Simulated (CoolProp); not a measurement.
The fluid at 394.97 K and 3.34 MPa is throttled through a valve to 1.91 MPa with no heat exchange. The same conditions are run with several fluids, on thermodynamics alone (safety and materials aside).

Model: reference Helmholtz-energy equation of state of each fluid (trans-2-butene: Lemmon 2005; o-xylene: Zhou 2012; n-undecane: Aleksandrov 2011; octamethyltrisiloxane (MDM): Thol 2017; ethylbenzene: Zhou 2012), in CoolProp.

| fluid | temperature change (K) | final phase | final density (kg/m³) |
|---|---|---|---|
| trans-2-butene | -9.5 | two-phase, vapour fraction 0.106 | [?] |
| o-xylene | +0.5 | liquid | 793 |
| n-undecane | +0.5 | liquid | 664 |
| octamethyltrisiloxane (MDM) | [?] | liquid | [?] |
| ethylbenzene | +0.5 | liquid | 777 |

Question: Complete the blanks.

Answer: 
- trans-2-butene, final density (kg/m³): 244
- octamethyltrisiloxane (MDM), temperature change (K): +0.4
- octamethyltrisiloxane (MDM), final density (kg/m³): 718
